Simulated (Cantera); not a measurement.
## Adiabatic ignition

An adiabatic, constant-volume homogeneous reactor starts with 19.9 % CO, 2.99 % H2, 2.19 % CH4, 14.4 % O2, 54.2 % N2, 6.37 % CO2, at 1475 K and 1.70 bar.

Cantera simulation using GRI-Mech 3.0 (53 species, 325 reactions); the numbers are that mechanism's predictions, not measurements.

| t (s) | T (K) | P (bar) | x CO | x H2 | x CH4 | x O | x O2 | x C2H6 | x CH2O |
|---|---|---|---|---|---|---|---|---|---|
| 3.00e-6 | 1475 | 1.70 | 0.199 | 0.0299 | 0.0219 | 1.70e-7 | 0.144 | 1.16e-11 | 4.47e-9 |
| 6.63e-6 | 1475 | 1.70 | 0.199 | 0.0299 | 0.0219 | 5.38e-7 | 0.144 | 7.36e-10 | 5.36e-8 |
| 1.47e-5 | 1475 | 1.70 | 0.199 | 0.0298 | 0.0219 | 4.25e-6 | 0.144 | 1.31e-7 | 1.24e-6 |
| 3.24e-5 | 1501 | 1.73 | 0.199 | 0.0290 | 0.0191 | 0.000171 | 0.141 | 0.000163 | 0.000469 |
| 7.17e-5 | 2502 | 2.81 | 0.135 | 0.00739 | <1e-12 | 0.0154 | 0.0473 | <1e-12 | 7.64e-10 |
| 0.000158 | 2840 | 3.12 | 0.113 | 0.00532 | <1e-12 | 0.00776 | 0.0365 | <1e-12 | 7.16e-10 |
| 0.000350 | 2856 | 3.13 | 0.111 | 0.00522 | <1e-12 | 0.00709 | 0.0342 | <1e-12 | 7.30e-10 |
| 0.000775 | 2848 | 3.12 | 0.111 | 0.00526 | <1e-12 | 0.00670 | 0.0322 | <1e-12 | 7.33e-10 |
| 0.00171 | 2844 | 3.11 | 0.111 | 0.00528 | <1e-12 | 0.00649 | 0.0311 | <1e-12 | 7.36e-10 |
| 0.00379 | 2844 | 3.11 | 0.111 | 0.00528 | <1e-12 | 0.00646 | 0.0310 | <1e-12 | 7.36e-10 |
| 0.00837 | 2844 | 3.11 | 0.111 | 0.00528 | <1e-12 | 0.00646 | 0.0310 | <1e-12 | 7.36e-10 |
| 0.0185 | 2844 | 3.11 | 0.111 | 0.00528 | <1e-12 | 0.00646 | 0.0310 | <1e-12 | 7.36e-10 |
| 0.0409 | 2844 | 3.11 | 0.111 | 0.00528 | <1e-12 | 0.00646 | 0.0310 | <1e-12 | 7.36e-10 |
| 0.0905 | 2844 | 3.11 | 0.111 | 0.00528 | <1e-12 | 0.00646 | 0.0310 | <1e-12 | 7.36e-10 |
| 0.200 | 2844 | 3.11 | 0.111 | 0.00528 | <1e-12 | 0.00646 | 0.0310 | <1e-12 | 7.36e-10 |
x: mole fraction; the columns are a selection and need not sum to one.

```json
{
  "time_of_steepest_temperature_rise": "42.9 µs",
  "temperature at 0.200 s": "2844 K",
  "equilibrium_temperature": "2844 K",
  "x(CO) at 0.200 s": "0.111 (gas-phase equilibrium 0.111)",
  "x(H2) at 0.200 s": "0.00528 (gas-phase equilibrium 0.00528)",
  "x(CH4) at 0.200 s": "<1e-12 (gas-phase equilibrium <1e-12)"
}
```
